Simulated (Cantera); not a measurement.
Charge: 1 mol Si, 8.8 mol Br2, 45 mol H2, held at 0.133 bar.

Method: chemical equilibrium by Gibbs-energy minimisation in Cantera with the NASA 1993 tables (ideal gas, pure condensed phases). Candidate condensed phases: Br2, Si; 19 gas species. The tables' values for SiBr3, SiBr are old estimates; treat these amounts as uncertain. Equilibrium is a limit: real reactors are often held back by kinetics, nucleation or transport.

x: gas mole fraction; nothing condenses.

```json
[
 {"T (K)": "1148", "x H2": "0.722", "x HBr": "0.259", "x SiBr2": "0.000306", "x SiBr4": "0.0178", "x Br": "?", "x SiBr3": "0.000244", "x SiHBr3": "0.000593"},
 {"T (K)": "1248", "x H2": "0.718", "x HBr": "0.263", "x SiBr2": "0.00247", "x SiBr4": "0.0147", "x Br": "?", "x SiBr3": "0.000826", "x SiHBr3": "0.000855"},
 {"T (K)": "1348", "x H2": "0.707", "x HBr": "0.274", "x SiBr2": "0.00863", "x SiBr4": "0.00795", "x Br": "?", "x SiBr3": "0.00143", "x SiHBr3": "0.000714"},
 {"T (K)": "1448", "x H2": "0.697", "x HBr": "0.283", "x SiBr2": "0.0143", "x SiBr4": "0.00264", "x Br": "?", "x SiBr3": "0.00129", "x SiHBr3": "0.000347"},
 {"T (K)": "1548", "x H2": "0.694", "x HBr": "0.285", "x SiBr2": "0.0168", "x SiBr4": "0.000735", "x Br": "?", "x SiBr3": "0.000876", "x SiHBr3": "0.000137"},
 {"T (K)": "1648", "x H2": "0.693", "x HBr": "0.283", "x SiBr2": "0.0177", "x SiBr4": "0.000213", "x Br": "?", "x SiBr3": "0.000563", "x SiHBr3": "5.54e-5"},
 {"T (K)": "1748", "x H2": "0.693", "x HBr": "0.279", "x SiBr2": "0.0180", "x SiBr4": "6.82e-5", "x Br": "?", "x SiBr3": "0.000367", "x SiHBr3": "2.39e-5"}
]
```

Fill in the missing entries.


- 1148, x Br: 3.41e-5
- 1248, x Br: 0.000125
- 1348, x Br: 0.000394
- 1448, x Br: 0.00105
- 1548, x Br: 0.00243
- 1648, x Br: 0.00501
- 1748, x Br: 0.00940
